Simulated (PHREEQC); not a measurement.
1 kg of water holding 0.025 mol NaCl, 0.057 mol Na2SO4, 0.13 mol NaOH and 0.02 mol Na2CO3 is evaporated at 25 °C; the solids stay in contact with the brine. The system is closed to CO2. Solids allowed: Burkeite, Halite, Mirabilite, Nahcolite, Natron, Thenardite, Trona. Others were left out.

Computed with PHREEQC (Pitzer model, pitzer.dat).

```
water left (kg)  ionic strength  water activity  Halite (mol)  Burkeite (mol)  Thenardite (mol)  C in solution (mol/kgw)  S in solution (mol/kgw)     pH
---------------  --------------  --------------  ------------  --------------  ----------------  -----------------------  -----------------------  -----
1                         0.386           0.992             0               0                 0                   0.0200                   0.0570  12.94
0.6755                    0.571             [?]             0               0                 0                   0.0296                   0.0844  13.10
0.5552                    0.695           0.985             0               0                 0                   0.0360                    0.103  13.18
0.375                      1.03           0.979             0               0                 0                   0.0533                    0.152  13.34
0.3082                     1.25           0.974             0               0                 0                   0.0649                    0.185  13.42
0.2082                     1.85           0.962             0               0                 0                   0.0961                    0.274  13.60
0.1711                     2.26           0.953             0               0                 0                    0.117                    0.333  13.69
0.1156                      [?]           0.930             0               0                 0                      [?]                    0.493  13.90
0.09502                    4.06           0.913             0               0                 0                    0.210                    0.600  14.01
0.06418                    6.01           0.864             0               0                 0                    0.312                    0.888  14.28
0.04335                    8.90           0.780             0               0                 0                    0.461                     1.31  14.62
0.03564                    8.95           0.752             0         0.00380            0.0109                    0.455                     1.08  14.78
0.02407                    8.58           0.682             0          0.0160            0.0119                    0.168                    0.546  15.11
0.01979                    9.01           0.621             0          0.0184            0.0139                   0.0789                    0.313  15.35
0.01337                    11.5           0.431       0.00425          0.0199            0.0165                  0.00932                   0.0571  16.09
0.01099                    12.8           0.330           [?]          0.0200            0.0168                  0.00291                   0.0223  16.62
0.007427                   17.7           0.102        0.0239          0.0200            0.0170                  7.30e-5                 0.000719  18.33
```

Question: Complete the blanks.

Answer: 
- 0.6755, water activity: 0.988
- 0.1156, ionic strength: 3.34
- 0.1156, C in solution (mol/kgw): 0.173
- 0.01099, Halite (mol): 0.0146

Complexes and solids missing from the database can't appear.
